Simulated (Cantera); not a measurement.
## Equilibrium for sublimation and decomposition of ceramics: MgO + H₂

Feed: 1 mol MgO, 1.1 mol H₂, equilibrated at 13300 Pa.

Equilibrium computed with Cantera from the NASA thermochemical tables; the gas is ideal and each condensed phase is pure. Candidate condensed phases: H₂O, Mg, MgO, Mg(OH)₂; 15 gas species. The tables' values for MgH are old estimates; treat these amounts as uncertain. The numbers say what is thermodynamically allowed, not how fast it happens.

```csv
T (K),x H₂,x Mg,x H₂O,x H,x OH,x MgOH,x MgO,n MgO(s)
2523,0.616,0.159,0.157,0.0597,0.00323,0.00356,0.000519,0.776
2548,0.582,0.173,0.169,0.0646,0.00412,0.00418,0.000703,0.750
2573,0.548,0.187,0.182,0.0696,0.00521,0.00489,0.000946,0.722
2598,0.513,0.202,0.195,0.0746,0.00657,0.00568,0.00126,0.693
2623,0.477,0.217,0.208,0.0796,0.00823,0.00655,0.00168,0.660
2648,0.441,0.231,0.220,0.0846,0.0103,0.00751,0.00222,0.626
2673,0.405,0.246,0.231,0.0893,0.0127,0.00855,0.00293,0.588
2698,0.369,0.261,0.242,0.0939,0.0157,0.00967,0.00383,0.548
2723,0.334,0.275,0.251,0.0981,0.0192,0.0109,0.00498,0.505
2748,0.300,0.289,0.258,0.102,0.0235,0.0121,0.00646,0.457
2773,0.267,0.303,0.263,0.105,0.0284,0.0134,0.00832,0.405
2798,0.235,0.317,0.264,0.108,0.0340,0.0147,0.0107,0.346
```
x: gas mole fraction; n: condensed amount in mol.

From 2523 K to 2798 K the condensed part is MgO(s). The main Mg-bearing gas is Mg throughout. The share of Mg in condensed phases is highest at 2523 K (77.6 %) and lowest at 2798 K (34.6 %).
